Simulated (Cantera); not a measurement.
Cantera run:

```python
import numpy as np
import cantera as ct

gas_names = [...]  # 92 gases of nasa_gas.yaml made of C, H, N
cond_names = """
    C(gr) C6H6(L) C7H8(L) C8H18(L),n-octa
""".split()


# ... load() reads the species with a 1 bar reference pressure and builds the phases ...
atoms = {
    'n-butane': {'C': 4, 'H': 10},
    'NH3': {'N': 1, 'H': 3},
}
top_T = {'C(gr)': 4500}  # K; cautious upper limits of use, not melting points


# ... equilibrate(T, P, feed) seeds the gas with the atoms and calls Mixture.equilibrate('TP', solver="vcs", rtol=1e-11, max_steps=5000) ...
results = []
feed = {'n-butane': 1, 'NH3': 0.072}  # mol
T = 998.15  # K
P = 170000  # Pa
mix = equilibrate(T, P, feed)
results.append((T, P, feed, dict(zip(mix.species_names, mix.species_moles))))
x = sorted(zip(gas.X, gas.species_names), reverse=True)
print(f"T = {T:g} K  P = {P:g} Pa  gas = {mix.phase_moles(0):.4g} mol")
print("   x: " + "  ".join(f"{s} {v:.3e}" for v, s in x if v > 0.001))
print("   condensed (mol): " + ("  ".join(f"{mix.phase(i).name} {mix.phase_moles(i):.4g}"
      for i in range(1, mix.n_phases) if mix.phase_moles(i) > 1e-12) or "none"))
```

Result:

```
T = 998.15 K  P = 170000 Pa  gas = 4.574 mol
   x: H2 8.675e-01  CH4 1.246e-01  N2 7.835e-03
   condensed (mol): C(gr) 3.43
```

Method: chemical equilibrium by Gibbs-energy minimisation in Cantera with the NASA 1993 tables (ideal gas, pure condensed phases).
